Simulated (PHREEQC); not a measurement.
Dissolve 13 mmol/kgw NH4HS, 39 mmol/kgw NaCl and 1 mmol/kgw FeCl2 at 25 °C. Closed to the air; pH follows from the charge balance.

The numbers come from PHREEQC with the ion-association model, phreeqc.dat.

No solid was allowed to form.

Q: Order these S species by the share of S that they hold, largest first: H2S, HS-, Fe(HS)2, Fe(HS)3-.

A: HS- (76 %), Fe(HS)3- (12 %), Fe(HS)2 (7.4 %), H2S (4.8 %)

The pH is 8.05 and the ionic strength 0.0514 mol/kgw. Examples of supersaturated solids here: Mackinawite, FeS(ppt). Others may be too.
